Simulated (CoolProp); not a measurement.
Vapour-liquid equilibrium of propylene (1) + acetone (2) at -13.05 °C; x and y are mole fractions of (1).

Model: multi-fluid Helmholtz-energy mixture model, Lemmon 2013 and Lemmon 2006; pair parameters Bell 2016, in CoolProp.

```csv
x,bubble pressure (kPa),y at the bubble point,dew pressure at overall composition x (kPa),liquid density (mol/L)
0.05,56.47,0.923,4.705,14.20
0.15,148.5,0.972,5.259,14.16
0.25,217.1,0.982,5.959,14.10
0.35,261.6,0.985,6.873,14.03
0.45,287.5,0.987,8.117,13.96
0.55,302.3,0.988,9.911,13.87
0.65,312.9,0.989,12.72,13.78
0.75,324.8,0.990,17.77,13.68
0.85,342.3,0.993,29.48,13.58
0.95,369.3,0.997,86.35,13.47
```

No azeotrope shows between x = 0.05 and 0.95.

The pair parameters rest on a limited set of measurements; away from them the model extrapolates. With so large a gap from Raoult's law the liquid may split in two, which this calculation doesn't test in full.
